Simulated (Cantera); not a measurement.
A closed system holds: 1 mol PbO, 23 mol H2, held at 500 °C and 6.75 Torr.

These are equilibrium values from Cantera (NASA tables, ideal gas, pure condensed phases), not measurements of a reactor. Candidate condensed phases: H2O, Pb, PbO, PbO2, Pb3O4; 12 gas species. Rates play no part.

Base state: H2 0.957, H2O 0.0435 (mole fractions); condensed: Pb(l).

**Question.** What changes in the equilibrium state with this change: temperature from 500 °C to 1052 °C?

**Answer.** 
```csv
species,before,after
H2,0.957,0.917
H2O,0.0435,0.0417
Pb,2.57e-6,0.0417
H,<1e-9,1.65e-5
"Pb(l), mol",1.000,0
```
